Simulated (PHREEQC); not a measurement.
A column of 0.2 m (30 cells, dispersivity 0.01 m, 720 s a shift, diffusion coefficient 3e-10 m²/s) holds 0.0011 eq of the database's cation exchanger X per kg of pore water, first in equilibrium with 1.9 mmol/kgw CdCl2 and 0.01 mmol/kgw HCl. It is flushed with 0.00039 mol MgSO4 and 1e-05 mol HCl per kg of water, at 15 °C. Values are for the last cell. CO2 from the air is kept out. Precipitation was switched off in this run.

Base run: PHREEQC, ion-association model, phreeqc.dat. Each further column changes one thing. The table gives Mg in solution (mol/kgw).

```json
[
 {"pore volumes": "0", "base": "0", "exchange capacity from 0.0011 to 0.00055 eq/kgw": "0", "dispersivity from 0.01 to 0.02 m": "0"},
 {"pore volumes": "0.35", "base": "8.16e-9", "exchange capacity from 0.0011 to 0.00055 eq/kgw": "3.03e-8", "dispersivity from 0.01 to 0.02 m": "7.31e-7"},
 {"pore volumes": "0.85", "base": "3.28e-5", "exchange capacity from 0.0011 to 0.00055 eq/kgw": "6.55e-5", "dispersivity from 0.01 to 0.02 m": "6.41e-5"},
 {"pore volumes": "1.183", "base": "7.33e-5", "exchange capacity from 0.0011 to 0.00055 eq/kgw": "0.000140", "dispersivity from 0.01 to 0.02 m": "0.000112"},
 {"pore volumes": "1.517", "base": "0.000104", "exchange capacity from 0.0011 to 0.00055 eq/kgw": "0.000189", "dispersivity from 0.01 to 0.02 m": "0.000144"},
 {"pore volumes": "2.017", "base": "0.000167", "exchange capacity from 0.0011 to 0.00055 eq/kgw": "0.000263", "dispersivity from 0.01 to 0.02 m": "0.000188"},
 {"pore volumes": "2.35", "base": "0.000213", "exchange capacity from 0.0011 to 0.00055 eq/kgw": "0.000306", "dispersivity from 0.01 to 0.02 m": "0.000219"},
 {"pore volumes": "2.683", "base": "0.000253", "exchange capacity from 0.0011 to 0.00055 eq/kgw": "0.000337", "dispersivity from 0.01 to 0.02 m": "0.000249"},
 {"pore volumes": "3.017", "base": "0.000285", "exchange capacity from 0.0011 to 0.00055 eq/kgw": "0.000358", "dispersivity from 0.01 to 0.02 m": "0.000275"},
 {"pore volumes": "3.517", "base": "0.000322", "exchange capacity from 0.0011 to 0.00055 eq/kgw": "0.000375", "dispersivity from 0.01 to 0.02 m": "0.000308"},
 {"pore volumes": "3.85", "base": "0.000339", "exchange capacity from 0.0011 to 0.00055 eq/kgw": "0.000382", "dispersivity from 0.01 to 0.02 m": "0.000324"},
 {"pore volumes": "4.183", "base": "0.000353", "exchange capacity from 0.0011 to 0.00055 eq/kgw": "0.000385", "dispersivity from 0.01 to 0.02 m": "0.000338"},
 {"pore volumes": "4.683", "base": "0.000367", "exchange capacity from 0.0011 to 0.00055 eq/kgw": "0.000388", "dispersivity from 0.01 to 0.02 m": "0.000353"},
 {"pore volumes": "5.017", "base": "0.000373", "exchange capacity from 0.0011 to 0.00055 eq/kgw": "0.000389", "dispersivity from 0.01 to 0.02 m": "0.000361"}
]
```
